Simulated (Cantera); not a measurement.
Charge: 1 mol SiCl₄, 0.084 mol HCl, 36 mol H₂, at 101000 Pa.

These are equilibrium values from Cantera (NASA tables, ideal gas, pure condensed phases), not measurements of a reactor. Candidate condensed phases: Si; 19 gas species. Kinetics and transport are ignored.

Problem. Which condensed phases are stable at each of these points (T (K)): 998, 1048, 1098, 1148, 1198, 1248, 1298, 1348?

Solution. 
| T (K) | condensed phases | Si condensed (%) |
|---|---|---|
| 998 | gas only | 0.0 |
| 1048 | gas only | 0.0 |
| 1098 | gas only | 0.0 |
| 1148 | Si(s) | 1.4 |
| 1198 | Si(s) | 6.6 |
| 1248 | Si(s) | 11.9 |
| 1298 | Si(s) | 16.7 |
| 1348 | Si(s) | 20.8 |

From 998 K to 1098 K nothing is condensed. From 1148 K to 1348 K the condensed part is Si(s).
